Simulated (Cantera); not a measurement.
## Si₂Cl₆ + NH₃ + H₂ (silicon nitride deposition)

Input: 1 mol Si₂Cl₆, 15 mol NH₃, 2.6 mol H₂, held at 6.70 mbar.

Method: chemical equilibrium by Gibbs-energy minimisation in Cantera with the NASA 1993 tables (ideal gas, pure condensed phases). Candidate condensed phases: NH₄Cl, Si, Si₃N₄; 28 gas species. The feed counts by its element totals alone. The tables' values for SiCl, SiCl₃, SiN are old estimates; treat these amounts as uncertain. Gases not in the tables: Si₂H₆ and higher silanes. The numbers say what is thermodynamically allowed, not how fast it happens.

```tsv
T (K)	log p H₂	log p N₂	log p HCl	log p SiCl₂	log p H	n Si₃N₄(s)	n Si(l)
1323	-2.36	-2.92	-2.94	-5.16	-6.98	0.651	0
1373	-2.36	-2.92	-2.95	-4.80	-6.66	0.635	0
1423	-2.36	-2.91	-2.96	-4.49	-6.36	0.605	0
1473	-2.36	-2.91	-2.99	-4.22	-6.08	0.556	0
1523	-2.36	-2.90	-3.02	-4.00	-5.82	0.486	0
1573	-2.36	-2.89	-3.07	-3.82	-5.57	0.400	0
1623	-2.35	-2.88	-3.14	-3.69	-5.34	0.306	0
1673	-2.35	-2.87	-3.21	-3.59	-5.12	0.213	0
1723	-2.35	-2.85	-3.23	-3.57	-4.92	0	0.554
1773	-2.36	-2.85	-3.22	-3.58	-4.72	0	0.581
1823	-2.36	-2.85	-3.22	-3.60	-4.54	0	0.599
1873	-2.36	-2.85	-3.21	-3.61	-4.37	0	0.601
1923	-2.36	-2.85	-3.20	-3.62	-4.21	0	0.578
1973	-2.37	-2.86	-3.20	-3.64	-4.05	0	0.512
```
log p: log10 of the partial pressure in bar; n: condensed amount in mol.

From 1323 K to 1673 K the condensed part is Si₃N₄(s). From 1723 K to 1973 K the condensed part is Si(l). The main Si-bearing gas is SiCl₂ throughout. The share of Si in condensed phases is highest at 1323 K (97.7 %) and lowest at 1973 K (25.6 %).
